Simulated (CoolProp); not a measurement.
Vapour-liquid equilibrium of CHF3 (R23) (1) + R227EA (2) at 227.1 K; x and y are mole fractions of (1).

The numbers come from the multi-fluid Helmholtz-energy mixture model, Penoncello 2003 and Lemmon 2016; pair parameters Bell 2016 in CoolProp.

```json
[
 {"x": "0.05", "bubble pressure, mixture model (bar)": "0.5092", "bubble pressure, Raoult's law (bar)": "0.4977", "y, mixture model": "0.566", "y, Raoult's law": "0.564"},
 {"x": "0.2", "bubble pressure, mixture model (bar)": "1.418", "bubble pressure, Raoult's law (bar)": "1.305", "y, mixture model": "0.862", "y, Raoult's law": "0.860"},
 {"x": "0.35", "bubble pressure, mixture model (bar)": "2.313", "bubble pressure, Raoult's law (bar)": "2.112", "y, mixture model": "0.927", "y, Raoult's law": "0.930"},
 {"x": "0.5", "bubble pressure, mixture model (bar)": "3.116", "bubble pressure, Raoult's law (bar)": "2.919", "y, mixture model": "0.955", "y, Raoult's law": "0.961"},
 {"x": "0.65", "bubble pressure, mixture model (bar)": "3.840", "bubble pressure, Raoult's law (bar)": "3.726", "y, mixture model": "0.971", "y, Raoult's law": "0.979"},
 {"x": "0.8", "bubble pressure, mixture model (bar)": "4.545", "bubble pressure, Raoult's law (bar)": "4.533", "y, mixture model": "0.984", "y, Raoult's law": "0.990"},
 {"x": "0.95", "bubble pressure, mixture model (bar)": "5.320", "bubble pressure, Raoult's law (bar)": "5.340", "y, mixture model": "0.996", "y, Raoult's law": "0.998"}
]
```

The largest gap from Raoult's law is +9.5 % in bubble pressure, at x = 0.35. No azeotrope shows between x = 0.05 and 0.95.

Pair parameters are fitted to limited data, so mixtures are less certain than the pure fluids.
